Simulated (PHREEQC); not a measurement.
0.16 g of hydrous ferric oxide (600 m²/g; 0.2 weak and 0.005 strong sites per Fe, Dzombak-Morel constants, diffuse double layer) in 1 kg of water with 0.01 mol/kgw of an inert sodium salt, at 25 °C; the pH is set by adding NaOH or the inert anion's acid. Oxygen is held at 0.21 atm. No CO2 enters from the air. Precipitation was switched off in this run.

Equilibrium calculation in PHREEQC: ion-association model, wateq4f.dat.

| pH | surface charge σ (C/m²) | surface potential ψ (mV) |
|---|---|---|
| 4 | 0.216 | 185 |
| 4.67 | 0.143 | 164 |
| 5.33 | 0.088 | 139 |
| 6 | 0.050 | 110 |
| 6.67 | 0.025 | 78 |
| 7.33 | 0.011 | 43 |
| 8 | 0.001 | 6 |
| 8.67 | -0.007 | -31 |
| 9.33 | -0.020 | -66 |
| 10 | -0.040 | -100 |
| 10.67 | -0.075 | -130 |
| 11.33 | -0.131 | -154 |
| 12 | -0.229 | -168 |
